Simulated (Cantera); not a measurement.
Feed: 1 mol Al(CH₃)₃, 0.56 mol N₂O, 17 mol N₂, equilibrated at 1.00 bar.

Method: chemical equilibrium by Gibbs-energy minimisation in Cantera with the NASA 1993 tables (ideal gas, pure condensed phases). Candidate condensed phases: Al, AlN, Al₂O₃, C, C₆H₆, C₇H₈, C₈H₁₈, H₂O; 148 gas species. The feed counts by its element totals alone. The numbers say what is thermodynamically allowed, not how fast it happens. All values below are at 2075 K.

Base state: N₂ 0.767, H₂ 0.198, CO 0.0253, HCN 0.00764, H 0.00119, HNC 0.000495, C₂H₂ (acetylene) 0.000246, Al 9.22e-5 (mole fractions); condensed: AlN(s) + C(graphite).

Task: What changes in the equilibrium state with this change: N₂O from 0.56 to 4.3 mol?

Result: 
| species | before | after |
|---|---|---|
| N₂ | 0.767 | 0.739 |
| H₂ | 0.198 | 0.156 |
| CO | 0.0253 | 0.104 |
| Al | 9.22e-5 | 9.40e-5 |
| C₂H₂ (acetylene) | 0.000246 | 5.63e-7 |
| Al₂O | 6.85e-7 | 5.41e-5 |
| H₂O | 4.41e-7 | 2.64e-5 |
| CH₄ | 1.38e-5 | 4.59e-7 |
| AlN(s), mol | 0.998 | 0.121 |
| C(graphite), mol | 2.25 | 0 |
| Al₂O₃(s), mol | 0 | 0.436 |
Mutual solubility and eutectic melting of coexisting phases are not modelled. Condensed phases not in the tables: aluminium oxynitride.
